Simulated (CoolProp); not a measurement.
A single-stage vapour-compression cycle with chloromethane (R40): evaporating at 272.15 K (dew point), condensing at 337.15 K (bubble point), superheat 5 K, subcooling 8 K, compressor efficiency 0.75, no pressure losses. Each further row changes one setting.

Values from CoolProp's reference Helmholtz-energy equation of state, Thol 2014.

```tsv
case	cooling COP	pressure ratio	discharge temperature (K)	refrigerating effect (kJ/kg)	volumetric capacity (kJ/m³)
as stated	2.53	6.24	428.0	315	1830
evaporating temperature 277.15 K	2.84	5.24	418.8	…	2180
condensing temperature 332.15 K	2.80	…	417.9	323	1880
subcooling 13 K	2.60	6.24	428.0	323	1880
superheat 15 K	2.49	6.24	441.0	324	…
compressor efficiency 0.65	2.19	6.24	445.3	315	1830
```

**Question.** What belongs in the gaps?

**Answer.** 
- evaporating temperature 277.15 K, refrigerating effect (kJ/kg): 317
- condensing temperature 332.15 K, pressure ratio: 5.57
- superheat 15 K, volumetric capacity (kJ/m³): 1810
